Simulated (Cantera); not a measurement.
A perfectly stirred reactor is fed with CH4 : H2 : O2 = 0.0075 : 1 : 0.011 (molar parts), equivalence ratio 47, at 2670 Pa; it is held at 2673 K, and followed from long to short residence time.

Cantera simulation using GRI-Mech 3.0 (53 species, 325 reactions); the numbers are that mechanism's predictions, not measurements. Radical loss at walls, strong at low pressure, is not modelled.

Problem. What does this change do: CH4 0.0075 to 0.0008 parts?

Solution. 
| quantity | before | after |
|---|---|---|
| x(CH4) at τ = 0.420 s | 1.82e-7 | 1.39e-8 |
| x(H2) at τ = 0.420 s | 0.758 | 0.753 |
| x(O2) at τ = 0.420 s | 1.15e-6 | 2.47e-6 |
| x(C2H4) at τ = 0.420 s | 1.82e-12 | <1e-12 |
| x(CH3) at τ = 0.420 s | 8.25e-7 | 6.18e-8 |
| x(CH4) at τ = 24.0 ms | 0.000149 | 1.87e-5 |
| x(H2) at τ = 24.0 ms | 0.905 | 0.908 |
| x(O2) at τ = 24.0 ms | 9.07e-6 | 9.76e-6 |
| x(C2H4) at τ = 24.0 ms | 1.69e-7 | 2.40e-9 |
| x(CH3) at τ = 24.0 ms | 0.000209 | 2.51e-5 |

Problem. What does this change do: CH4 0.0075 to 0.016 parts?

Solution. 
```csv
quantity,before,after
x(CH4) at τ = 0.420 s,1.82e-7,8.66e-7
x(H2) at τ = 0.420 s,0.758,0.763
x(O2) at τ = 0.420 s,1.15e-6,3.10e-7
x(C2H4) at τ = 0.420 s,1.82e-12,5.47e-11
x(CH3) at τ = 0.420 s,8.25e-7,4.05e-6
x(CH4) at τ = 24.0 ms,0.000149,0.000277
x(H2) at τ = 24.0 ms,0.905,0.902
x(O2) at τ = 24.0 ms,9.07e-6,8.64e-6
x(C2H4) at τ = 24.0 ms,1.69e-7,6.43e-7
x(CH3) at τ = 24.0 ms,0.000209,0.000396
```
